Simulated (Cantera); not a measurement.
What does this Cantera script print?

```python
import numpy as np
import cantera as ct

gas_names = """
    H H2 N NH NH2 NH3 N2 N2H2 N2H4 V VN
""".split()
cond_names = """
    V(cr) V(L) VN(s)
""".split()


# ... load() reads the species with a 1 bar reference pressure and builds the phases ...
atoms = {
    'V': {'V': 1},
    'NH3': {'N': 1, 'H': 3},
    'H2': {'H': 2},
}
top_T = {'VN(s)': 2300}  # K; cautious upper limits of use, not melting points


# ... equilibrate(T, P, feed) seeds the gas with the atoms and calls Mixture.equilibrate('TP', solver="vcs", rtol=1e-11, max_steps=5000) ...
results = []
feed = {'V': 1, 'NH3': 4.3, 'H2': 14}  # mol
T = 1675  # K
P = 10000  # Pa
mix = equilibrate(T, P, feed)
results.append((T, P, feed, dict(zip(mix.species_names, mix.species_moles))))
x = sorted(zip(gas.X, gas.species_names), reverse=True)
print(f"T = {T:g} K  P = {P:g} Pa  gas = {mix.phase_moles(0):.4g} mol")
print("   x: " + "  ".join(f"{s} {v:.3e}" for v, s in x if v > 1e-05))
print("   condensed (mol): " + ("  ".join(f"{mix.phase(i).name} {mix.phase_moles(i):.4g}"
      for i in range(1, mix.n_phases) if mix.phase_moles(i) > 1e-12) or "none"))
```

Result:

```
T = 1675 K  P = 10000 Pa  gas = 22.1 mol
   x: H2 9.250e-01  N2 7.465e-02  H 3.531e-04
   condensed (mol): VN(s) 1
```

Equilibrium computed with Cantera from the NASA thermochemical tables; the gas is ideal and each condensed phase is pure. VN: taken at fixed stoichiometry. Condensed phases not in the tables: V2N.
